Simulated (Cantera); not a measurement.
An isothermal, constant-pressure homogeneous reactor starts with C₂H₆ : N₂ = 1 : 25 (molar parts), at 1223 K and 135 Torr. Integrator tolerance rtol = 1e-08.

Cantera simulation using GRI-Mech 3.0 (53 species, 325 reactions); the numbers are that mechanism's predictions, not measurements. GRI-Mech 3.0 stops at C3 and has no aromatics, soot or wall deposition, so with more carbon than oxygen in the feed, carbon stays in small species such as C2H2 where larger ones or solid carbon would form.

Question: What does this change do: N2 25 to 35 parts?

Answer: 
```
quantity                                              before                                      after
-----------------  -----------------------------------------  -----------------------------------------
x(C₂H₆) at 20.0 s    3.04e-6 (gas-phase equilibrium 1.24e-6)    1.32e-6 (gas-phase equilibrium 5.02e-7)
x(CH₄) at 20.0 s     0.00575 (gas-phase equilibrium 0.00899)    0.00397 (gas-phase equilibrium 0.00504)
x(C₂H₂) at 20.0 s      0.0303 (gas-phase equilibrium 0.0118)     0.0228 (gas-phase equilibrium 0.00787)
x(C₂H) at 20.0 s   3.68e-11 (gas-phase equilibrium 7.95e-12)  2.74e-11 (gas-phase equilibrium 6.01e-12)
x(H) at 20.0 s       3.25e-7 (gas-phase equilibrium 1.71e-7)    2.40e-7 (gas-phase equilibrium 1.51e-7)
x(H₂) at 20.0 s        0.0605 (gas-phase equilibrium 0.0576)      0.0452 (gas-phase equilibrium 0.0448)
```

Question: What does this change do: temperature 1223 to 1825 K?

Answer: 
```json
[
 {"quantity": "x(C₂H₆) at 20.0 s", "before": "3.04e-6 (gas-phase equilibrium 1.24e-6)", "after": "1.12e-10 (gas-phase equilibrium 3.17e-11)"},
 {"quantity": "x(CH₄) at 20.0 s", "before": "0.00575 (gas-phase equilibrium 0.00899)", "after": "2.78e-5 (gas-phase equilibrium 1.53e-5)"},
 {"quantity": "x(C₂H₂) at 20.0 s", "before": "0.0303 (gas-phase equilibrium 0.0118)", "after": "0.0356 (gas-phase equilibrium 0.00865)"},
 {"quantity": "x(C₂H) at 20.0 s", "before": "3.68e-11 (gas-phase equilibrium 7.95e-12)", "after": "1.35e-6 (gas-phase equilibrium 3.29e-7)"},
 {"quantity": "x(H) at 20.0 s", "before": "3.25e-7 (gas-phase equilibrium 1.71e-7)", "after": "0.000279 (gas-phase equilibrium 0.000279)"},
 {"quantity": "x(H₂) at 20.0 s", "before": "0.0605 (gas-phase equilibrium 0.0576)", "after": "0.0712 (gas-phase equilibrium 0.0713)"}
]
```
